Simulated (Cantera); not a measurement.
Feed: 1 mol SiHCl3, 0.15 mol NH3, 1.9 mol N2, equilibrated at 2075 K and 0.0548 Torr.

These are equilibrium values from Cantera (NASA tables, ideal gas, pure condensed phases), not measurements of a reactor. Candidate condensed phases: NH4Cl, Si, Si3N4; 28 gas species. The tables' values for SiCl, SiCl3, SiN are old estimates; treat these amounts as uncertain. Equilibrium is a limit: real reactors are often held back by kinetics, nucleation or transport.

Base state: N2 0.370, Cl 0.202, HCl 0.155, SiCl2 0.0959, Si 0.0786, H 0.0548, H2 0.0309, SiCl 0.0124 (mole fractions); condensed: gas only.

What changes in the equilibrium state with this change: SiHCl3 replaced by Si2Cl6?


```tsv
species	before	after
Cl	0.202	0.363
N2	0.370	0.285
SiCl2	0.0959	0.217
HCl	0.155	0.0524
H2	0.0309	0.00110
H	0.0548	0.0104
Si	0.0786	0.0554
SiCl	0.0124	0.0157
SiH	6.76e-5	9.01e-6
SiCl3	0.000128	0.000520
Cl2	3.16e-6	1.01e-5
Si2	5.46e-5	2.72e-5
SiN	8.95e-5	5.54e-5
```
The feed counts by its element totals alone.

What changes in the equilibrium state with this change: temperature from 2075 K to 1625 K?


```json
[
 {"species": "N2", "before": "0.370", "after": "0.469"},
 {"species": "SiCl2", "before": "0.0959", "after": "0.234"},
 {"species": "HCl", "before": "0.155", "after": "0.229"},
 {"species": "Cl", "before": "0.202", "after": "0.00628"},
 {"species": "Si", "before": "0.0786", "after": "0.000160"},
 {"species": "SiCl", "before": "0.0124", "after": "0.000361"},
 {"species": "H", "before": "0.0548", "after": "0.00196"},
 {"species": "H2", "before": "0.0309", "after": "0.0564"},
 {"species": "Si2", "before": "5.46e-5", "after": "3.34e-8"},
 {"species": "SiCl4", "before": "1.77e-7", "after": "5.23e-5"},
 {"species": "SiN", "before": "8.95e-5", "after": "7.36e-7"},
 {"species": "SiH", "before": "6.76e-5", "after": "6.48e-7"},
 {"species": "SiCl3", "before": "0.000128", "after": "0.00230"}
]
```
The tables' values for SiCl3, SiCl are old estimates; treat these amounts as uncertain.

What changes in the equilibrium state with this change: N2 from 1.9 to 5.1 mol?


```
species    before    after
-------  --------  -------
N2          0.370    0.585
Cl          0.202    0.155
HCl         0.155   0.0885
SiCl2      0.0959   0.0440
H2         0.0309   0.0172
SiCl       0.0124  0.00742
H          0.0548   0.0409
Si         0.0786   0.0614
SiCl3    0.000128  4.52e-5
SiH       6.76e-5  3.94e-5
Si2       5.46e-5  3.33e-5
SiN       8.95e-5  8.79e-5
```
The tables' values for SiCl, SiN, SiCl3 are old estimates; treat these amounts as uncertain.
